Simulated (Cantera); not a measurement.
What does this Cantera script print?

```python
import numpy as np
import cantera as ct

gas_names = """
    Fe H H2 H2S N NH NH2 NH3 N2 N2H2 N2H4 S SH SN S2 S8
""".split()
cond_names = """
    Fe(a) Fe(c) Fe(d) Fe(L) FeS(a) FeS(b) FeS(c) FeS(L) FeS2(s) S(cr1) S(cr2) S(L)
""".split()


# ... load() reads the species with a 1 bar reference pressure and builds the phases ...
atoms = {
    'FeS': {'Fe': 1, 'S': 1},
    'H2S': {'H': 2, 'S': 1},
    'N2': {'N': 2},
}
top_T = {'FeS2(s)': 1010}  # K; cautious upper limits of use, not melting points


# ... equilibrate(T, P, feed) seeds the gas with the atoms and calls Mixture.equilibrate('TP', solver="vcs", rtol=1e-11, max_steps=5000) ...
results = []
feed = {'FeS': 1, 'H2S': 0.53, 'N2': 2.4}  # mol
P = 2100  # Pa
for T in [725, 800, 875, 950, 1025, 1100, 1175]:
    mix = equilibrate(T, P, feed)
    results.append((T, P, feed, dict(zip(mix.species_names, mix.species_moles))))
    x = sorted(zip(gas.X, gas.species_names), reverse=True)
    print(f"T = {T:g} K  P = {P:g} Pa  gas = {mix.phase_moles(0):.4g} mol")
    print("   x: " + "  ".join(f"{s} {v:.3e}" for v, s in x if v > 0.001))
    print("   condensed (mol): " + ("  ".join(f"{mix.phase(i).name} {mix.phase_moles(i):.4g}"
          for i in range(1, mix.n_phases) if mix.phase_moles(i) > 1e-12) or "none"))
```

Result:

```
T = 725 K  P = 2100 Pa  gas = 2.93 mol
   x: N2 8.191e-01  H2S 1.623e-01  H2 1.861e-02
   condensed (mol): FeS(c) 0.9458  FeS2(s) 0.05418
T = 800 K  P = 2100 Pa  gas = 2.943 mol
   x: N2 8.155e-01  H2S 1.712e-01  H2 8.865e-03  S2 4.432e-03
   condensed (mol): FeS(c) 1
T = 875 K  P = 2100 Pa  gas = 2.957 mol
   x: N2 8.116e-01  H2S 1.609e-01  H2 1.831e-02  S2 9.154e-03
   condensed (mol): FeS(c) 1
T = 950 K  P = 2100 Pa  gas = 2.979 mol
   x: N2 8.057e-01  H2S 1.452e-01  H2 3.269e-02  S2 1.634e-02
   condensed (mol): FeS(c) 1
T = 1025 K  P = 2100 Pa  gas = 3.007 mol
   x: N2 7.980e-01  H2S 1.248e-01  H2 5.145e-02  S2 2.572e-02
   condensed (mol): FeS(c) 1
T = 1100 K  P = 2100 Pa  gas = 3.04 mol
   x: N2 7.894e-01  H2S 1.017e-01  H2 7.259e-02  S2 3.627e-02
   condensed (mol): FeS(c) 1
T = 1175 K  P = 2100 Pa  gas = 3.074 mol
   x: N2 7.808e-01  H2 9.335e-02  H2S 7.898e-02  S2 4.662e-02
   condensed (mol): FeS(c) 1
```

Cantera equilibrium calculation (NASA polynomials, part measured and part estimated; ideal gas, pure solids and liquids). FeS: taken at fixed stoichiometry. Gases not in the tables: S3 to S7.
